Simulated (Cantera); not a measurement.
A freely propagating, adiabatic, planar premixed flame of 23.9 % H2, 16.0 % O2, 60.1 % N2, equivalence ratio 0.75, unburnt at 373 K and 1130 Torr; mixture-averaged transport, grid criteria slope 0.08 and curve 0.16, no radiation.

Model: the H2/O2 subset of GRI-Mech 3.0, which has no nitrogen chemistry, integrated in Cantera. Burning velocities carry a grid error of a few per cent, more on coarse grids.

Q: Predict: laminar burning velocity; thermal thickness; peak x(H2O2); peak x(O); peak x(HO2).

A: 
| Quantity | Value |
|---|---|
| laminar burning velocity | 205 cm/s |
| thermal thickness | 0.220 mm |
| peak x(H2O2) | 8.94e-5 |
| peak x(O) | 0.00859 |
| peak x(HO2) | 0.000535 |
